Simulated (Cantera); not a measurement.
Feed: 1 mol C6H6, 22 mol H2, held at 555 Torr.

These are equilibrium values from Cantera (NASA tables, ideal gas, pure condensed phases), not measurements of a reactor. Candidate condensed phases: C, C6H6, C7H8, C8H18; 76 gas species. Kinetics and transport are ignored.

What share of the C ends up in condensed phases as a function of T (K), at 575, 650, 725, 800, 875, 950, 1025, 1100?


```tsv
T (K)	C condensed (%)	as
575	0.0	-
650	0.0	-
725	0.0	-
800	0.0	-
875	29.3	C(graphite)
950	62.0	C(graphite)
1025	80.5	C(graphite)
1100	89.7	C(graphite)
```
